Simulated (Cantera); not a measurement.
An isothermal, constant-pressure homogeneous reactor starts with N2O : H2 : N2 = 1 : 0.0026 : 0.86 (molar parts), at 1075 K and 1.78 atm. Integrator tolerance rtol = 1e-08.

Computed with Cantera and GRI-Mech 3.0 (53 species, 325 reactions). GRI-Mech 3.0 was tuned for natural gas; its chemistry of N2O as a main component is partial and can be far from experiment. The mechanism lacks the step 2 NO + O2 → 2 NO2, which can matter for NO2 below about 1400 K. The temperature is held fixed by assumption; the heat of reaction is taken as removed at once.

Task: What does this change do: pressure from 1.78 atm to 0.132 atm?

Result: 
| quantity | before | after |
|---|---|---|
| x(N2O) at 3.00 s | 0.418 (gas-phase equilibrium 6.99e-9) | 0.524 (gas-phase equilibrium 1.90e-9) |
| x(H2) at 3.00 s | 1.67e-10 (gas-phase equilibrium 1.26e-12) | 7.79e-7 (gas-phase equilibrium 4.63e-12) |
| x(O2) at 3.00 s | 0.0436 (gas-phase equilibrium 0.211) | 0.00432 (gas-phase equilibrium 0.211) |
| x(HO2) at 3.00 s | 7.76e-9 (gas-phase equilibrium 3.47e-10) | 4.46e-8 (gas-phase equilibrium 1.81e-10) |
| x(NO) at 3.00 s | 0.00482 (gas-phase equilibrium 6.79e-5) | 0.000491 (gas-phase equilibrium 6.79e-5) |
| x(NO2) at 3.00 s | 0.000176 (gas-phase equilibrium 3.02e-6) | 4.55e-5 (gas-phase equilibrium 8.21e-7) |
| x(H2O) at 3.00 s | 0.00133 (gas-phase equilibrium 0.00110) | 0.00139 (gas-phase equilibrium 0.00110) |

Task: What does this change do: temperature 1075 to 1150 K?

Result: 
| quantity | before | after |
|---|---|---|
| x(N2O) at 3.00 s | 0.418 (gas-phase equilibrium 6.99e-9) | 0.183 (gas-phase equilibrium 1.29e-8) |
| x(H2) at 3.00 s | 1.67e-10 (gas-phase equilibrium 1.26e-12) | 2.68e-10 (gas-phase equilibrium 7.72e-12) |
| x(O2) at 3.00 s | 0.0436 (gas-phase equilibrium 0.211) | 0.129 (gas-phase equilibrium 0.211) |
| x(HO2) at 3.00 s | 7.76e-9 (gas-phase equilibrium 3.47e-10) | 8.96e-9 (gas-phase equilibrium 9.16e-10) |
| x(NO) at 3.00 s | 0.00482 (gas-phase equilibrium 6.79e-5) | 0.0180 (gas-phase equilibrium 0.000132) |
| x(NO2) at 3.00 s | 0.000176 (gas-phase equilibrium 3.02e-6) | 0.000439 (gas-phase equilibrium 3.85e-6) |
| x(H2O) at 3.00 s | 0.00133 (gas-phase equilibrium 0.00110) | 0.00120 (gas-phase equilibrium 0.00110) |
